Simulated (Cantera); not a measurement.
# MgSO4 + O2 (calcination and drying)

Feed: 1 mol MgSO4, 7.6 mol O2, held at 352 °C and 1000 Pa.

These are equilibrium values from Cantera (NASA tables, ideal gas, pure condensed phases), not measurements of a reactor. Candidate condensed phases: Mg, MgO, MgS, MgSO4, S; 14 gas species. The numbers say what is thermodynamically allowed, not how fast it happens.

* **x(O2)**: 1.00
* **n(MgSO4(s))**: 1.00 mol
* **gas amount**: 7.600 mol
* **log10 activity of S(l) (absent)**: -39.54
* **log10 activity of Mg(s) (absent)**: -43.61
